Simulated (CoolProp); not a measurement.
The fluid at 298.15 K and 0.441 MPa is throttled through a valve to 0.195 MPa with no heat exchange. The same conditions are run with several fluids, on thermodynamics alone (safety and materials aside).

Values from CoolProp's reference Helmholtz-energy equation of state of each fluid (n-octane: Beckmüller 2019; c-C4F8 (RC318): Platzer 1990; isohexane: Lemmon 2006; n-pentane: Thol 2019; n-heptane: Span 2003). The equations of Platzer and Polt are older, rougher fits.

| fluid | temperature change (K) | final phase | final density (kg/m³) |
|---|---|---|---|
| n-octane | +0.1 | liquid | 699 |
| c-C4F8 (RC318) | ___ | two-phase, vapour fraction 0.139 | ___ |
| isohexane | +0.1 | liquid | 649 |
| n-pentane | +0.1 | liquid | ___ |
| n-heptane | +0.1 | liquid | 680 |

Task: Complete the blanks.

Result: 
- c-C4F8 (RC318), temperature change (K): -14.0
- c-C4F8 (RC318), final density (kg/m³): 119
- n-pentane, final density (kg/m³): 621
